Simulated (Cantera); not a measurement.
Input: 1 mol Si, 2.2 mol Cl2, 4.3 mol H2, at 775 K and 101000 Pa.

Cantera equilibrium calculation (NASA polynomials, part measured and part estimated; ideal gas, pure solids and liquids). Candidate condensed phases: Si; 19 gas species. Kinetics and transport are ignored.

Base state: H2 0.744, SiCl4 0.181, HCl 0.0739, SiHCl3 0.00118 (mole fractions); condensed: gas only.

**Question.** What changes in the equilibrium state with this change: temperature from 775 K to 598.15 K?

**Answer.** 
```json
[
 {"species": "H2", "before": "0.744", "after": "0.745"},
 {"species": "SiCl4", "before": "0.181", "after": "0.182"},
 {"species": "HCl", "before": "0.0739", "after": "0.0728"},
 {"species": "SiHCl3", "before": "0.00118", "after": "4.90e-5"}
]
```

**Question.** What changes in the equilibrium state with this change: Cl2 from 2.2 to 1.4 mol?

**Answer.** 
| species | before | after |
|---|---|---|
| H2 | 0.744 | 0.841 |
| SiCl4 | 0.181 | 0.0975 |
| SiHCl3 | 0.00118 | 0.0575 |
| HCl | 0.0739 | 0.000923 |
| SiH3Cl | <1e-9 | 2.70e-5 |
| SiH2Cl2 | 5.92e-7 | 0.00262 |
| SiCl3 | 5.58e-7 | 2.56e-5 |
| Si(s), mol | 0 | 0.224 |
The tables' values for SiCl3 are old estimates; treat these amounts as uncertain.
